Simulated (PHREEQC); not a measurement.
## City or well water (model solution)

Synthetic water in mmol/kgw, 91 °C, pH 8.51, pe 8.2: Na 1.17; K 2.73; Ca 1.76; Mg 0.661; Cl 3.55; S(6) 0.723; Alkalinity (meq/kgw) 3.66; Cd 0.00624; Zn 0.0911; Cu(2) 0.136; N(5) 0.00236.

Cl is adjusted to close the charge balance.
Valence states are taken as typed.

The numbers come from PHREEQC with the ion-association model, wateq4f.dat.

No solid was allowed to form.

Question: Predict the ionic strength.

Answer: ionic strength 0.00983 mol/kgw.

Question: In which forms is S present?

Answer: SO4-2 72 %, MgSO4 13 %, CaSO4 12 %, KSO4- 2.2 % of the S.

The solution is supersaturated, for example in Cu(OH)2, Malachite, so a real one may precipitate; this is no full list. Away from 25 °C the constants follow the database's enthalpies or fits; those with neither stay at their 25 °C values. The database's constant for dissolved Cu(OH)2 is higher than later reviews accept. The database's zinc carbonate complexes are estimates, stronger than later reviews accept.
